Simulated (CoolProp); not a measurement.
R236EA along the isotherm 138.85 °C: fugacity coefficient from the reference equation and from simpler models built on Tc = 139.3 °C, pc = 3.414 MPa, ω = 0.368; each cubic takes its own stable root.

Model: reference Helmholtz-energy equation of state, Rui 2013, in CoolProp.

```tsv
p (MPa)	phase	reference	Soave-Redlich-Kwong	Peng-Robinson
0.667	gas	0.9333	0.9340	0.9270
1.33	gas	0.8682	0.8697	0.8570
2	gas	0.8032	0.8055	…
2.67	gas	…	…	0.7203
4	liquid	0.5790	0.5895	0.5671
4.67	liquid	…	0.5259	0.5038
5.33	liquid	…	…	0.4566
6	liquid	0.4244	0.4406	0.4190
```

Problem. Fill in the missing entries.

Solution. 
- 2, Peng-Robinson: 0.7882
- 2.67, reference: 0.7375
- 2.67, Soave-Redlich-Kwong: 0.7410
- 4.67, reference: 0.5126
- 5.33, reference: 0.4633
- 5.33, Soave-Redlich-Kwong: 0.4783
